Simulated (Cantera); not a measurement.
An adiabatic, constant-pressure homogeneous reactor starts with CH4 : O2 : N2 = 1 : 3.92 : 14.7 (molar parts), equivalence ratio 0.51, at 1725 K and 1.00 bar. Integrator tolerance rtol = 1e-08.

Model: GRI-Mech 3.0 (53 species, 325 reactions), integrated in Cantera.

Task: What does this change do: initial temperature 1725 to 1375 K?

Result: 
| quantity | before | after |
|---|---|---|
| time of steepest temperature rise | 0.171 ms | 3.37 ms |
| temperature at 0.600 s | 2560 K | 2344 K |
| equilibrium temperature | 2560 K | 2344 K |
| x(CH4) at 0.600 s | <1e-12 (gas-phase equilibrium <1e-12) | <1e-12 (gas-phase equilibrium <1e-12) |
| x(O2) at 0.600 s | 0.0878 (gas-phase equilibrium 0.0878) | 0.0910 (gas-phase equilibrium 0.0910) |
| x(CH3) at 0.600 s | <1e-12 (gas-phase equilibrium <1e-12) | <1e-12 (gas-phase equilibrium <1e-12) |
| x(NO) at 0.600 s | 0.0159 (gas-phase equilibrium 0.0159) | 0.0110 (gas-phase equilibrium 0.0110) |
| x(OH) at 0.600 s | 0.0133 (gas-phase equilibrium 0.0133) | 0.00688 (gas-phase equilibrium 0.00688) |
| x(CH2O) at 0.600 s | 7.15e-12 (gas-phase equilibrium 7.15e-12) | <1e-12 (gas-phase equilibrium <1e-12) |

Task: What does this change do: pressure from 1.00 bar to 2.70 bar?

Result: 
| quantity | before | after |
|---|---|---|
| time of steepest temperature rise | 0.171 ms | 71.9 µs |
| temperature at 0.600 s | 2560 K | 2597 K |
| equilibrium temperature | 2560 K | 2597 K |
| x(CH4) at 0.600 s | <1e-12 (gas-phase equilibrium <1e-12) | <1e-12 (gas-phase equilibrium <1e-12) |
| x(O2) at 0.600 s | 0.0878 (gas-phase equilibrium 0.0878) | 0.0874 (gas-phase equilibrium 0.0874) |
| x(CH3) at 0.600 s | <1e-12 (gas-phase equilibrium <1e-12) | <1e-12 (gas-phase equilibrium <1e-12) |
| x(NO) at 0.600 s | 0.0159 (gas-phase equilibrium 0.0159) | 0.0169 (gas-phase equilibrium 0.0169) |
| x(OH) at 0.600 s | 0.0133 (gas-phase equilibrium 0.0133) | 0.0117 (gas-phase equilibrium 0.0117) |
| x(CH2O) at 0.600 s | 7.15e-12 (gas-phase equilibrium 7.15e-12) | 1.09e-11 (gas-phase equilibrium 1.09e-11) |
